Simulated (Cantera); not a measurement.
Charge: 1 mol Si3N4, 2.9 mol N2O, 18 mol N2, at 1973.15 K.

These are equilibrium values from Cantera (NASA tables, ideal gas, pure condensed phases), not measurements of a reactor. Candidate condensed phases: Si, SiO2, Si2N2O, Si3N4; 16 gas species. Mutual solubility and eutectic melting of coexisting phases are not modelled. The tables hold silica as quartz up to 1696 K and as liquid above; real silica turns to tridymite and cristobalite and melts near 1996 K. Equilibrium is a limit: real reactors are often held back by kinetics, nucleation or transport.

What share of the Si ends up in condensed phases as a function of P (Pa), at 0.100, 0.600, 3.60, 22, 130, 770, 4600, 28000, 170000, 1000000?


| P (Pa) | Si condensed (%) | as |
|---|---|---|
| 0.100 | 0.0 | - |
| 0.600 | 0.0 | - |
| 3.60 | 0.0 | - |
| 22 | 0.0 | - |
| 130 | 0.0 | - |
| 770 | 0.0 | - |
| 4600 | 2.6 | Si(l) |
| 28000 | 6.7 | Si2N2O(s) |
| 170000 | 88.7 | SiO2(condensed) + Si2N2O(s) |
| 1000000 | 99.0 | SiO2(condensed) + Si2N2O(s) |
